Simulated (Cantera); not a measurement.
An adiabatic, constant-volume homogeneous reactor starts with 18.0 % CH3OH, 17.2 % O2, 64.8 % N2, equivalence ratio 1.6, at 1375 K and 1200000 Pa.

Model: GRI-Mech 3.0 (53 species, 325 reactions), integrated in Cantera. GRI-Mech 3.0 was tuned for natural gas; its chemistry of methanol as a main component is partial and can be far from experiment. The pressure lies above the range GRI-Mech 3.0 was tuned for (to about 10 atm). Above 3000 K some thermodynamic fits are extrapolated.

Predict: time of steepest temperature rise; temperature at 6.00 s; equilibrium temperature; x(O2) at 6.00 s; x(N2O) at 6.00 s; x(H2) at 6.00 s.


| Item | Result |
|---|---|
| time of steepest temperature rise | 88.7 µs |
| temperature at 6.00 s | 3018 K |
| equilibrium temperature | 3018 K |
| x(O2) at 6.00 s | 0.000848 (gas-phase equilibrium 0.000848) |
| x(N2O) at 6.00 s | 6.78e-7 (gas-phase equilibrium 6.78e-7) |
| x(H2) at 6.00 s | 0.0660 (gas-phase equilibrium 0.0660) |
